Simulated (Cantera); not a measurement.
Feed: 1 mol Al₂O₃, 2.4 mol HCl, 2.7 mol H₂, at 0.133 bar.

Cantera equilibrium calculation (NASA polynomials, part measured and part estimated; ideal gas, pure solids and liquids). Candidate condensed phases: Al, AlCl₃, Al₂O₃, H₂O; 29 gas species. The tables' values for AlCl₂ are old estimates; treat these amounts as uncertain. Condensed phases not in the tables: AlOCl. The numbers say what is thermodynamically allowed, not how fast it happens.

log p: log10 of the partial pressure in bar; n: condensed amount in mol.

```json
[
 {"T (K)": "998", "log p H₂": "-1.15", "log p HCl": "-1.20", "log p H₂O": "-4.73", "log p AlCl₃": "-4.91", "n Al₂O₃(s)": "1.000"},
 {"T (K)": "1048", "log p H₂": "-1.15", "log p HCl": "-1.20", "log p H₂O": "-4.57", "log p AlCl₃": "-4.75", "n Al₂O₃(s)": "1.000"},
 {"T (K)": "1098", "log p H₂": "-1.15", "log p HCl": "-1.20", "log p H₂O": "-4.43", "log p AlCl₃": "-4.60", "n Al₂O₃(s)": "1.000"},
 {"T (K)": "1148", "log p H₂": "-1.15", "log p HCl": "-1.20", "log p H₂O": "-4.30", "log p AlCl₃": "-4.47", "n Al₂O₃(s)": "0.999"},
 {"T (K)": "1198", "log p H₂": "-1.15", "log p HCl": "-1.20", "log p H₂O": "-4.18", "log p AlCl₃": "-4.35", "n Al₂O₃(s)": "0.999"},
 {"T (K)": "1248", "log p H₂": "-1.15", "log p HCl": "-1.20", "log p H₂O": "___", "log p AlCl₃": "___", "n Al₂O₃(s)": "0.999"},
 {"T (K)": "1298", "log p H₂": "-1.15", "log p HCl": "-1.20", "log p H₂O": "-3.97", "log p AlCl₃": "-4.14", "n Al₂O₃(s)": "0.999"},
 {"T (K)": "1348", "log p H₂": "-1.15", "log p HCl": "-1.20", "log p H₂O": "___", "log p AlCl₃": "___", "n Al₂O₃(s)": "0.998"},
 {"T (K)": "1398", "log p H₂": "-1.15", "log p HCl": "-1.20", "log p H₂O": "-3.79", "log p AlCl₃": "-3.97", "n Al₂O₃(s)": "0.998"},
 {"T (K)": "1448", "log p H₂": "-1.15", "log p HCl": "-1.20", "log p H₂O": "-3.71", "log p AlCl₃": "-3.89", "n Al₂O₃(s)": "0.998"},
 {"T (K)": "1498", "log p H₂": "-1.15", "log p HCl": "-1.21", "log p H₂O": "-3.64", "log p AlCl₃": "-3.82", "n Al₂O₃(s)": "0.997"},
 {"T (K)": "1548", "log p H₂": "-1.15", "log p HCl": "-1.21", "log p H₂O": "-3.57", "log p AlCl₃": "-3.75", "n Al₂O₃(s)": "0.997"},
 {"T (K)": "1598", "log p H₂": "-1.15", "log p HCl": "-1.21", "log p H₂O": "-3.50", "log p AlCl₃": "-3.69", "n Al₂O₃(s)": "0.996"}
]
```

Q: What belongs in the gaps?

A: 
- 1248, log p H₂O: -4.07
- 1248, log p AlCl₃: -4.24
- 1348, log p H₂O: -3.87
- 1348, log p AlCl₃: -4.05
